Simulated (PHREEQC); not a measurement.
A solution holds 0.27 mol Pb(NO3)2, 0.021 mol NaCl and 0.00056 mol Cu(NO3)2 per kg of water, at 25 °C. Closed to the air; pH follows from the charge balance.

Equilibrium calculation in PHREEQC: ion-association model, wateq4f.dat.

Question: The ionic strength comes out as 0.509 mol/kgw. What activity coefficients do Cl-, Na+, H+, NO3-, CuCl+ get?

Answer: Cl- 0.64, Na+ 0.71, H+ 0.76, NO3- 0.61, CuCl+ 0.65.

This is a speciation only: nothing precipitates in the calculation.
